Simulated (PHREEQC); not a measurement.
3.2 g of hydrous ferric oxide (600 m²/g; 0.2 weak and 0.005 strong sites per Fe, Dzombak-Morel constants, diffuse double layer) in 1 kg of water with 0.005 mol/kgw of an inert sodium salt and 0.034 mmol/kgw ZnCl2 and 0.56 mmol/kgw Na2SO4, at 25 °C; the pH is set by adding NaOH or the inert anion's acid. Oxygen is held at 0.21 atm. No CO2 enters from the air. Precipitation was switched off in this run.

Model: ion-association model, wateq4f.dat, run in PHREEQC.

### Question
Predict surface charge σ (C/m²), surface potential ψ (mV) at pH = 4, 10, 10.5.

### Answer
```tsv
pH	surface charge σ (C/m²)	surface potential ψ (mV)
4	0.174	180
10	-0.035	-101
10.5	-0.057	-124
```

Species that the database lacks are ignored.
